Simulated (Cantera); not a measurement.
**Premixed flame**

A freely propagating, adiabatic, planar premixed flame of CH₄ : H₂ : O₂ : N₂ = 1 : 0.034 : 1.68 : 6.32 (molar parts), unburnt at 450 K and 0.310 bar; unity-Lewis-number transport, grid criteria slope 0.08 and curve 0.16, no radiation.

Cantera simulation using GRI-Mech 3.0 (53 species, 325 reactions); the numbers are that mechanism's predictions, not measurements. Unity Lewis numbers drop preferential diffusion, which matters most where H2 and H carry the flame. Burning velocities carry a grid error of a few per cent, more on coarse grids.

```json
[
 {"z (mm)": "-3.97", "T (K)": "450", "u (m/s)": "0.587", "x CH₄": "0.111", "x H₂": "0.00377", "x O₂": "0.186", "x CH₃": "1.08e-8", "x HO₂": "1.81e-8", "x C₂H₆": "4.37e-7"},
 {"z (mm)": "-2.65", "T (K)": "453", "u (m/s)": "0.591", "x CH₄": "0.110", "x H₂": "0.00385", "x O₂": "0.186", "x CH₃": "1.52e-7", "x HO₂": "2.42e-7", "x C₂H₆": "5.95e-6"},
 {"z (mm)": "-1.98", "T (K)": "467", "u (m/s)": "0.610", "x CH₄": "0.109", "x H₂": "0.00422", "x O₂": "0.184", "x CH₃": "8.65e-7", "x HO₂": "1.21e-6", "x C₂H₆": "3.10e-5"},
 {"z (mm)": "-1.32", "T (K)": "563", "u (m/s)": "0.738", "x CH₄": "0.103", "x H₂": "0.00685", "x O₂": "0.175", "x CH₃": "9.88e-6", "x HO₂": "6.96e-6", "x C₂H₆": "0.000206"},
 {"z (mm)": "-0.661", "T (K)": "1015", "u (m/s)": "1.35", "x CH₄": "0.0672", "x H₂": "0.0202", "x O₂": "0.127", "x CH₃": "0.000402", "x HO₂": "2.93e-5", "x C₂H₆": "0.000938"},
 {"z (mm)": "-0.331", "T (K)": "1425", "u (m/s)": "1.93", "x CH₄": "0.0328", "x H₂": "0.0331", "x O₂": "0.0786", "x CH₃": "0.00229", "x HO₂": "7.01e-5", "x C₂H₆": "0.000770"},
 {"z (mm)": "0", "T (K)": "1802", "u (m/s)": "2.49", "x CH₄": "0.00487", "x H₂": "0.0394", "x O₂": "0.0308", "x CH₃": "0.00203", "x HO₂": "2.81e-5", "x C₂H₆": "3.93e-5"},
 {"z (mm)": "0.331", "T (K)": "1919", "u (m/s)": "2.66", "x CH₄": "0.000136", "x H₂": "0.0329", "x O₂": "0.0118", "x CH₃": "0.000105", "x HO₂": "2.08e-6", "x C₂H₆": "4.44e-8"},
 {"z (mm)": "0.661", "T (K)": "1943", "u (m/s)": "2.69", "x CH₄": "2.18e-6", "x H₂": "0.0320", "x O₂": "0.00822", "x CH₃": "1.95e-6", "x HO₂": "1.11e-6", "x C₂H₆": "<1e-8"},
 {"z (mm)": "1.32", "T (K)": "1972", "u (m/s)": "2.72", "x CH₄": "<1e-8", "x H₂": "0.0327", "x O₂": "0.00675", "x CH₃": "<1e-8", "x HO₂": "9.11e-7", "x C₂H₆": "<1e-8"},
 {"z (mm)": "2.65", "T (K)": "2012", "u (m/s)": "2.77", "x CH₄": "<1e-8", "x H₂": "0.0322", "x O₂": "0.00560", "x CH₃": "<1e-8", "x HO₂": "7.45e-7", "x C₂H₆": "<1e-8"},
 {"z (mm)": "5.29", "T (K)": "2064", "u (m/s)": "2.83", "x CH₄": "<1e-8", "x H₂": "0.0308", "x O₂": "0.00422", "x CH₃": "<1e-8", "x HO₂": "5.58e-7", "x C₂H₆": "<1e-8"},
 {"z (mm)": "10.6", "T (K)": "2121", "u (m/s)": "2.89", "x CH₄": "<1e-8", "x H₂": "0.0293", "x O₂": "0.00270", "x CH₃": "<1e-8", "x HO₂": "3.67e-7", "x C₂H₆": "<1e-8"}
]
```
x: mole fraction of selected species; z is measured from the peak of heat release.

The laminar burning velocity is 58.7 cm/s and the thermal thickness is 1.32 mm. The peak x(CH₃) comes out as 0.00309, the peak x(HO₂) is 7.35e-5 and the peak x(C₂H₆) is 0.00103. The grid points is 141.
